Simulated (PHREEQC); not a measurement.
Solution (85 °C): 0.0027 mol ZnCl2, 0.00058 mol NaOH and 0.13 mol NiCl2 per kg of water. Closed to the air; pH follows from the charge balance.

Equilibrium calculation in PHREEQC: ion-association model, wateq4f.dat.

| quantity | before | after |
|---|---|---|
| pH | 6.48 | 6.91 |
| ionic strength (mol/kgw) | 0.350 | 0.00718 |
| Cl- (mol/kgw) | 0.239 | 0.00523 |
| SI of Halite (NaCl) | -5.91 | -7.30 |

Problem. Which change was made?
A. NaOH from 0.00058 to 0.000638 mol/kgw
B. diluted 5-fold with water
C. ZnCl2 left out
D. ZnCl2 replaced by MnCl2 at the same molality
E. NiCl2 left out

Solution. E, NiCl2 left out

This is a speciation only: nothing precipitates in the calculation. Some of these states are supersaturated (in Zincite(c) (slow to form), for instance). At this temperature some constants are extrapolated from 25 °C, and those without enthalpy data are left unchanged.
